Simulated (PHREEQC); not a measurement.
Buffer

Solution (20 °C): 0.1 mol H3PO4 and 0.00042 mol Na2CO3 per kg of water. Closed to the air; pH follows from the charge balance.

Model: ion-association model, phreeqc.dat, run in PHREEQC.

| Quantity | Value |
|---|---|
| pH | 1.64 |
| ionic strength | 0.0269 mol/kgw |
| specific conductance | 7980 µS/cm |
| total alkalinity | -99.2 meq/kg |

```
species  molality  activity   log γ
-------  --------  --------  ------
H3PO4      0.0731    0.0736   0.003
H2PO4-     0.0269    0.0232  -0.064
H+         0.0260    0.0229  -0.056
Na+      0.000840  0.000722  -0.066
CO2      0.000420  0.000423   0.003
HPO4-2    1.12e-7   6.11e-8  -0.261
HCO3-     8.86e-9   7.64e-9  -0.064
(CO2)2    2.75e-9   2.77e-9   0.003
```

No solid was allowed to form.
